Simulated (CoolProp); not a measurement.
Properties of hexamethyldisiloxane (MM) along the isotherm 620 K.

Model: reference Helmholtz-energy equation of state, Thol 2016, in CoolProp.

```
p (bar)          phase  density (kg/m³)  cv (kJ/(kg K))  Joule-Thomson coefficient (K/MPa)
-------  -------------  ---------------  --------------  ---------------------------------
0.0916             gas           0.2888           2.217                              5.245
0.155              gas           0.4890           2.217                              5.249
0.261              gas           0.8242           2.217                              5.256
0.44               gas            1.392           2.217                              5.267
0.743              gas            2.357           2.217                              5.286
1.25               gas            3.986           2.218                              5.318
2.12               gas            6.818           2.219                              5.373
3.57               gas            11.65           2.220                              5.465
6.03               gas            20.18           2.223                              5.619
10.2               gas            35.71           2.229                              5.871
17.2               gas            65.17           2.239                              6.223
29       supercritical            125.9           2.259                              6.504
```
